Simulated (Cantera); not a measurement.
Ignition delay

Mixture: CH₄ : O₂ : N₂ : H₂O = 1 : 2.38 : 11.9 : 0.34 (molar parts), equivalence ratio 0.84, at 0.987 atm, adiabatic and at constant pressure. Ignition delay is the time to a rise of 400 K.

Cantera simulation using GRI-Mech 3.0 (53 species, 325 reactions); the numbers are that mechanism's predictions, not measurements.

```
T0 (K)  delay (ms)
------  ----------
1025           869
1075           381
1125           174
1175          82.6
1225          40.6
1275          20.7
1325          10.8
```

The apparent activation energy between 1225 and 1325 K is 180 kJ/mol.
